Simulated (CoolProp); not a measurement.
Vapour-liquid equilibrium of acetone (1) + n-nonane (2) at 350.9 K; x and y are mole fractions of (1).

Computed with CoolProp (multi-fluid Helmholtz-energy mixture model, Lemmon 2006 and Lemmon 2006; pair parameters Bell 2016).

Give the bubble pressure and the first vapour's composition at x = 0.05, 0.125, 0.425. Is there an azeotrope?

x = 0.05: 40.59 kPa, y = 0.787; x = 0.125: 77.38 kPa, y = 0.892; x = 0.425: 141.9 kPa, y = 0.949. No azeotrope shows between x = 0.05 and 0.95.

The pair parameters rest on a limited set of measurements; away from them the model extrapolates. With so large a gap from Raoult's law the liquid may split in two, which this calculation doesn't test in full.
